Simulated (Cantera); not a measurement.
An adiabatic, constant-pressure homogeneous reactor starts with 2.79 % CH4, 10.2 % O2, 50.8 % N2, 36.3 % CO2, equivalence ratio 0.55, at 1075 K and 10.0 bar.

Detailed kinetics in Cantera: GRI-Mech 3.0 (53 species, 325 reactions).

x: mole fraction; the columns are a selection and need not sum to one.

```json
[
 {"t (s)": "5.00e-6", "T (K)": "1075", "x CH4": "0.0279", "x O2": "0.102", "x CO2": "0.363", "x OH": "<1e-12", "x N2O": "<1e-12", "x HCN": "<1e-12", "x H2": "<1e-12"},
 {"t (s)": "1.28e-5", "T (K)": "1075", "x CH4": "0.0279", "x O2": "0.102", "x CO2": "0.363", "x OH": "<1e-12", "x N2O": "<1e-12", "x HCN": "<1e-12", "x H2": "<1e-12"},
 {"t (s)": "3.27e-5", "T (K)": "1075", "x CH4": "0.0279", "x O2": "0.102", "x CO2": "0.363", "x OH": "1.39e-12", "x N2O": "<1e-12", "x HCN": "<1e-12", "x H2": "1.99e-12"},
 {"t (s)": "8.36e-5", "T (K)": "1075", "x CH4": "0.0279", "x O2": "0.102", "x CO2": "0.363", "x OH": "3.82e-12", "x N2O": "<1e-12", "x HCN": "<1e-12", "x H2": "1.20e-11"},
 {"t (s)": "0.000214", "T (K)": "1075", "x CH4": "0.0279", "x O2": "0.102", "x CO2": "0.363", "x OH": "1.14e-11", "x N2O": "<1e-12", "x HCN": "<1e-12", "x H2": "8.33e-11"},
 {"t (s)": "0.000547", "T (K)": "1075", "x CH4": "0.0279", "x O2": "0.102", "x CO2": "0.363", "x OH": "3.88e-11", "x N2O": "<1e-12", "x HCN": "<1e-12", "x H2": "6.97e-10"},
 {"t (s)": "0.00140", "T (K)": "1075", "x CH4": "0.0279", "x O2": "0.102", "x CO2": "0.363", "x OH": "1.49e-10", "x N2O": "<1e-12", "x HCN": "<1e-12", "x H2": "…"},
 {"t (s)": "0.00358", "T (K)": "1075", "x CH4": "0.0279", "x O2": "0.102", "x CO2": "0.363", "x OH": "3.98e-10", "x N2O": "4.39e-12", "x HCN": "<1e-12", "x H2": "…"},
 {"t (s)": "0.00914", "T (K)": "1075", "x CH4": "0.0279", "x O2": "0.102", "x CO2": "0.363", "x OH": "7.74e-10", "x N2O": "2.23e-11", "x HCN": "<1e-12", "x H2": "…"},
 {"t (s)": "0.0234", "T (K)": "1076", "x CH4": "0.0277", "x O2": "0.101", "x CO2": "0.363", "x OH": "3.72e-9", "x N2O": "1.47e-10", "x HCN": "<1e-12", "x H2": "…"},
 {"t (s)": "0.0598", "T (K)": "1584", "x CH4": "<1e-12", "x O2": "0.0458", "x CO2": "0.391", "x OH": "4.52e-5", "x N2O": "1.03e-7", "x HCN": "<1e-12", "x H2": "4.58e-7"},
 {"t (s)": "0.153", "T (K)": "1584", "x CH4": "<1e-12", "x O2": "0.0458", "x CO2": "0.391", "x OH": "4.52e-5", "x N2O": "1.03e-7", "x HCN": "<1e-12", "x H2": "4.58e-7"},
 {"t (s)": "0.391", "T (K)": "1584", "x CH4": "<1e-12", "x O2": "0.0458", "x CO2": "0.391", "x OH": "4.52e-5", "x N2O": "1.03e-7", "x HCN": "<1e-12", "x H2": "4.58e-7"},
 {"t (s)": "1.00", "T (K)": "1584", "x CH4": "<1e-12", "x O2": "0.0458", "x CO2": "0.391", "x OH": "4.52e-5", "x N2O": "1.03e-7", "x HCN": "<1e-12", "x H2": "4.58e-7"}
]
```

Task: Fill in the missing entries.

Result: 
- 0.00140, x H2: 7.93e-9
- 0.00358, x H2: 8.94e-8
- 0.00914, x H2: 6.35e-7
- 0.0234, x H2: 7.03e-6
